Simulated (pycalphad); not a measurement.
Effect of C content in Hf-C

Source of the numbers: pycalphad with the COST 507 light-alloy database (1999); pressure 1 atm. The data set is of 1999 and partly superseded. Amounts are mole fractions of atoms. Diffusion is slow at the low end, where real alloys seldom reach equilibrium.

**Question.** One of these alloys has its liquidus at 2239 °C, its solidus at 2206 °C, and holds hcp 1.00 at 827 °C. Which?
A. Hf-0.0406C (wt.%)
B. Hf-0.5217C (wt.%)
C. Hf-0.1239C (wt.%)
D. Hf-0.1659C (wt.%)

**Answer.** D, Hf-0.1659C (wt.%). The others: Hf-0.0406C (wt.%), liquidus 2222, solidus 2206; Hf-0.1239C (wt.%), liquidus 2220, solidus 2206; Hf-0.5217C (wt.%), liquidus 2543, solidus 2295
